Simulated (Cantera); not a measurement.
Input (Python, Cantera) and output of one run.

```python
import numpy as np
import cantera as ct

gas_names = """
    AL ALCL ALCL2 ALCL3 ALN AL2 AL2CL6 CL CL2 N N2
""".split()
cond_names = """
    AL(cr) AL(L) ALCL3(s) ALCL3(L) ALN(s)
""".split()


def load(file, names, dense=False):
    # The tables refer to 1 bar. Condensed volumes are neglected.
    table = {s.name: s for s in ct.Species.list_from_file(file)}
    out = []
    for n in names:
        d = dict(table[n].input_data)
        d["thermo"] = dict(d["thermo"], **{"reference-pressure": 1e5})
        if dense:
            d["equation-of-state"] = {"model": "constant-volume", "density": "1e6 g/cm^3"}
        out.append(ct.Species.from_dict(d))
    return out


gas = ct.Solution(thermo="ideal-gas", species=load("nasa_gas.yaml", gas_names))
cond = {s.name: ct.Solution(thermo="fixed-stoichiometry", species=[s], name=s.name)
        for s in load("nasa_condensed.yaml", cond_names, dense=True)}
atoms = {
    'AlN': {'AL': 1, 'N': 1},
    'Cl2': {'CL': 2},
}
top_T = {'ALN(s)': 2750}  # K; cautious upper limits of use, not melting points


def equilibrate(T, P, feed):
    n = {}
    for name, mol in feed.items():
        for a, k in atoms[name].items():
            n[a] = n.get(a, 0.0) + k * mol
    gas.TPX = T, P, n
    mass = sum(n.values()) * gas.mean_molecular_weight
    gas.equilibrate("TP")
    valid = [c for c in cond.values() if c.min_temp <= T <= top_T.get(c.name, c.max_temp)]
    mix = ct.Mixture([(gas, mass / gas.mean_molecular_weight)] + [(c, 0.0) for c in valid])
    mix.T, mix.P = T, P
    mix.equilibrate("TP", solver="vcs", rtol=1e-11, max_steps=5000)
    return mix


results = []
feed = {'AlN': 1, 'Cl2': 2.3}  # mol
P = 13332.2  # Pa
for T in [823, 923, 1023, 1123, 1223, 1323, 1423]:
    mix = equilibrate(T, P, feed)
    results.append((T, P, feed, dict(zip(mix.species_names, mix.species_moles))))

top = {s: max(r[3][s] / sum(r[3][g] for g in gas_names) for r in results) for s in gas_names}
cols = sorted((s for s in top if top[s] > 1e-05), key=lambda s: -top[s])[:7]
seen = [c for c in cond_names if any(r[3].get(c, 0) > 1e-12 for r in results)]
print("log10 of partial pressures in bar; condensed amounts in mol")
print(f"{'T/K':>10s}" + "".join(f"{s[:9]:>10s}" for s in cols + seen))
for T, P, feed, n in results:
    ng = sum(n[g] for g in gas_names)
    print(f"{T:10.4g}" + "".join(f"{np.log10(max(n[s] / ng * P / 1e5, 1e-99)):10.3f}" for s in cols)
          + "".join(f"{n.get(c, 0):10.4g}" for c in seen))
```

It prints:

```
log10 of partial pressures in bar; condensed amounts in mol
       T/K     ALCL3       CL2        N2        CL    AL2CL6
       823    -1.301    -1.318    -1.522    -5.462    -2.294
       923    -1.249    -1.331    -1.535    -4.617    -2.996
      1023    -1.240    -1.334    -1.537    -3.931    -3.617
      1123    -1.238    -1.336    -1.538    -3.366    -4.132
      1223    -1.239    -1.342    -1.540    -2.894    -4.560
      1323    -1.242    -1.354    -1.543    -2.496    -4.923
      1423    -1.248    -1.380    -1.549    -2.160    -5.238
```

Cantera equilibrium calculation (NASA polynomials, part measured and part estimated; ideal gas, pure solids and liquids).
